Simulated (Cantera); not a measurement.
Thermodynamics of hydrogen reduction and annealing atmospheres, feed Fe3O4 + H2 + H2O

Feed: 1 mol Fe3O4, 2 mol H2, 0.049 mol H2O, held at 0.000320 bar.

Method: chemical equilibrium by Gibbs-energy minimisation in Cantera with the NASA 1993 tables (ideal gas, pure condensed phases). Candidate condensed phases: Fe, FeO, Fe(OH)2, Fe(OH)3, Fe2O3, Fe3O4, H2O; 12 gas species. The tables' stoichiometric FeO is somewhat more stable than real wüstite, so its field is too wide. FeO: taken at fixed stoichiometry. The numbers say what is thermodynamically allowed, not how fast it happens.

```json
[
 {"T (K)": "1600", "log p H2O": "-3.79", "log p H2": "-3.81", "log p Fe": "-6.32", "log p H": "-6.17", "log p FeO": "-8.52", "log p OH": "-7.55", "n FeO(s)": "3.00", "n FeO(l)": "0"},
 {"T (K)": "1675", "log p H2O": "-3.78", "log p H2": "-3.82", "log p Fe": "-5.74", "log p H": "-5.84", "log p FeO": "-7.81", "log p OH": "-7.13", "n FeO(s)": "0", "n FeO(l)": "2.99"},
 {"T (K)": "1750", "log p H2O": "-3.78", "log p H2": "-3.84", "log p Fe": "-5.25", "log p H": "-5.55", "log p FeO": "-7.19", "log p OH": "-6.73", "n FeO(s)": "0", "n FeO(l)": "2.96"},
 {"T (K)": "1825", "log p H2O": "-3.77", "log p H2": "-3.88", "log p Fe": "-4.83", "log p H": "-5.30", "log p FeO": "-6.62", "log p OH": "-6.34", "n FeO(s)": "0", "n FeO(l)": "2.90"},
 {"T (K)": "1900", "log p H2O": "-3.76", "log p H2": "-3.98", "log p Fe": "-4.51", "log p H": "-5.09", "log p FeO": "-6.10", "log p OH": "-5.95", "n FeO(s)": "0", "n FeO(l)": "2.77"},
 {"T (K)": "1975", "log p H2O": "-3.75", "log p H2": "-4.14", "log p Fe": "-4.29", "log p H": "-4.94", "log p FeO": "-5.62", "log p OH": "-5.56", "n FeO(s)": "0", "n FeO(l)": "2.57"},
 {"T (K)": "2050", "log p H2O": "-3.76", "log p H2": "-4.38", "log p Fe": "-4.14", "log p H": "-4.83", "log p FeO": "-5.18", "log p OH": "-5.18", "n FeO(s)": "0", "n FeO(l)": "2.29"}
]
```
log p: log10 of the partial pressure in bar; n: condensed amount in mol.

At 1600 K the condensed part is FeO(s). From 1675 K to 2050 K the condensed part is FeO(l). The main Fe-bearing gas is Fe throughout. The share of Fe in condensed phases is highest at 1600 K (99.9 %) and lowest at 2050 K (76.2 %).
